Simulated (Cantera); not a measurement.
Input: 1 mol SiO₂, 0.33 mol C, 1.3 mol N₂, at 0.240 Torr.

Cantera equilibrium calculation (NASA polynomials, part measured and part estimated; ideal gas, pure solids and liquids). Candidate condensed phases: C, Si, SiC, SiO₂, Si₂N₂O, Si₃N₄; 34 gas species. N₂ is the only nitrogen source here; it is nearly inert below about 1500 K, so the nitride shown seldom forms there in practice. Mutual solubility and eutectic melting of coexisting phases are not modelled. The tables hold silica as quartz up to 1696 K and as liquid above; real silica turns to tridymite and cristobalite and melts near 1996 K. Equilibrium is a limit: real reactors are often held back by kinetics, nucleation or transport.

What share of the Si ends up in condensed phases as a function of T (K), at 1373, 1398, 1423, 1448, 1473, 1498, 1523, 1548, 1573, 1598, 1623, 1648, 1673, 1698?


```json
[
 {"T (K)": "1373", "Si condensed (%)": "99.6", "as": "SiO₂(β-quartz) + Si₂N₂O(s)"},
 {"T (K)": "1398", "Si condensed (%)": "99.1", "as": "SiO₂(β-quartz) + Si₂N₂O(s)"},
 {"T (K)": "1423", "Si condensed (%)": "98.1", "as": "SiO₂(β-quartz) + Si₂N₂O(s)"},
 {"T (K)": "1448", "Si condensed (%)": "95.9", "as": "SiO₂(β-quartz) + Si₂N₂O(s)"},
 {"T (K)": "1473", "Si condensed (%)": "91.2", "as": "SiO₂(β-quartz) + Si₂N₂O(s)"},
 {"T (K)": "1498", "Si condensed (%)": "80.8", "as": "SiO₂(β-quartz) + Si₂N₂O(s)"},
 {"T (K)": "1523", "Si condensed (%)": "67.0", "as": "SiO₂(β-quartz)"},
 {"T (K)": "1548", "Si condensed (%)": "67.0", "as": "SiO₂(β-quartz)"},
 {"T (K)": "1573", "Si condensed (%)": "67.0", "as": "SiO₂(β-quartz)"},
 {"T (K)": "1598", "Si condensed (%)": "67.0", "as": "SiO₂(β-quartz)"},
 {"T (K)": "1623", "Si condensed (%)": "67.0", "as": "SiO₂(β-quartz)"},
 {"T (K)": "1648", "Si condensed (%)": "67.0", "as": "SiO₂(β-quartz)"},
 {"T (K)": "1673", "Si condensed (%)": "67.0", "as": "SiO₂(β-quartz)"},
 {"T (K)": "1698", "Si condensed (%)": "67.0", "as": "SiO₂(condensed)"}
]
```
